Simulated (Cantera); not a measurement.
What does this Cantera script print?

```python
import numpy as np
import cantera as ct

gas_names = """
    C CN CO CO2 C2 CCN CNC C2N2 C2O C3 C3O2 C4 C4N2 C5 N NCO NO NO2 NO3 N2 N2O O O2 O3 Si SiC SiC2 SiN
    SiO SiO2 Si2 Si2C Si2N Si3
""".split()
cond_names = """
    C(gr) Si(cr) Si(L) SiC(b) SiO2(Lqz) SiO2(hqz) SiO2(L) Si2N2O(s) Si3N4(a)
""".split()


def load(file, names, dense=False):
    # The tables refer to 1 bar. Condensed volumes are neglected.
    table = {s.name: s for s in ct.Species.list_from_file(file)}
    out = []
    for n in names:
        d = dict(table[n].input_data)
        d["thermo"] = dict(d["thermo"], **{"reference-pressure": 1e5})
        if dense:
            d["equation-of-state"] = {"model": "constant-volume", "density": "1e6 g/cm^3"}
        out.append(ct.Species.from_dict(d))
    return out


gas = ct.Solution(thermo="ideal-gas", species=load("nasa_gas.yaml", gas_names))
cond = {s.name: ct.Solution(thermo="fixed-stoichiometry", species=[s], name=s.name)
        for s in load("nasa_condensed.yaml", cond_names, dense=True)}
atoms = {
    'SiC': {'Si': 1, 'C': 1},
    'O2': {'O': 2},
    'N2': {'N': 2},
}
top_T = {'C(gr)': 4500, 'SiC(b)': 3050, 'Si2N2O(s)': 2100, 'Si3N4(a)': 2400}  # K; cautious upper limits of use, not melting points


def equilibrate(T, P, feed):
    n = {}
    for name, mol in feed.items():
        for a, k in atoms[name].items():
            n[a] = n.get(a, 0.0) + k * mol
    gas.TPX = T, P, n
    mass = sum(n.values()) * gas.mean_molecular_weight
    gas.equilibrate("TP")
    valid = [c for c in cond.values() if c.min_temp <= T <= top_T.get(c.name, c.max_temp)]
    mix = ct.Mixture([(gas, mass / gas.mean_molecular_weight)] + [(c, 0.0) for c in valid])
    mix.T, mix.P = T, P
    mix.equilibrate("TP", solver="vcs", rtol=1e-11, max_steps=5000)
    return mix


results = []
feed = {'SiC': 1, 'O2': 0.051, 'N2': 820}  # mol
P = 13332.2  # Pa
for T in [1448, 1548, 1648, 1748, 1848, 1948, 2048, 2148]:
    mix = equilibrate(T, P, feed)
    results.append((T, P, feed, dict(zip(mix.species_names, mix.species_moles))))

top = {s: max(r[3][s] / sum(r[3][g] for g in gas_names) for r in results) for s in gas_names}
cols = sorted((s for s in top if top[s] > 0.001), key=lambda s: -top[s])[:7]
seen = [c for c in cond_names if any(r[3].get(c, 0) > 1e-12 for r in results)]
print("log10 of partial pressures in bar; condensed amounts in mol")
print(f"{'T/K':>10s}" + "".join(f"{s[:9]:>10s}" for s in cols + seen))
for T, P, feed, n in results:
    ng = sum(n[g] for g in gas_names)
    print(f"{T:10.4g}" + "".join(f"{np.log10(max(n[s] / ng * P / 1e5, 1e-99)):10.3f}" for s in cols)
          + "".join(f"{n.get(c, 0):10.4g}" for c in seen))
```

Output:

```
log10 of partial pressures in bar; condensed amounts in mol
       T/K        N2     C(gr)    SiC(b)  Si3N4(a)
      1448    -0.875    0.8981         0    0.3333
      1548    -0.875         0    0.8983   0.03382
      1648    -0.875         0    0.8999   0.03269
      1748    -0.875         0    0.9082   0.02684
      1848    -0.875         0     0.933  0.006086
      1948    -0.875         0    0.9227         0
      2048    -0.875         0    0.8992         0
      2148    -0.875   0.01237    0.8429         0
```

Method: chemical equilibrium by Gibbs-energy minimisation in Cantera with the NASA 1993 tables (ideal gas, pure condensed phases). N2 is the only nitrogen source here; it is nearly inert below about 1500 K, so the nitride shown seldom forms there in practice. Mutual solubility and eutectic melting of coexisting phases are not modelled. The tables' values for SiN are old estimates; treat these amounts as uncertain.
